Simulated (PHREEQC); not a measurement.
NaOH is added in steps, without added water, to 1 kg of water holding 0.0035 mol/kgw Mn(NO3)2, at 71 °C. No oxygen is let in. No CO2 enters from the air. Nothing may precipitate in this run.

Base run: PHREEQC, ion-association model, wateq4f.dat. Each further column changes one thing. The table gives pH.

```
NaOH added (mol)  base  0.00031 mol/kgw CsOH added  temperature from 71 to 35 °C
----------------  ----  --------------------------  ----------------------------
0                 5.89                        8.25                          6.41
0.00045           8.43                        8.69                          9.47
0.0009            8.78                        8.95                          9.81
0.001125          8.91                        9.05                          9.93
0.001575          9.11                        9.23                         10.13
0.002025          9.28                        9.39                         10.29
0.002475          9.43                        9.53                         10.43
0.0027            9.50                        9.59                         10.49
0.00315           9.63                        9.72                         10.61
0.0036            9.76                        9.83                         10.72
```

In at least one series the solution becomes supersaturated in solids that the run did not let form, among them Pyrochroite. At this temperature some constants are extrapolated from 25 °C, and those without enthalpy data are left unchanged.
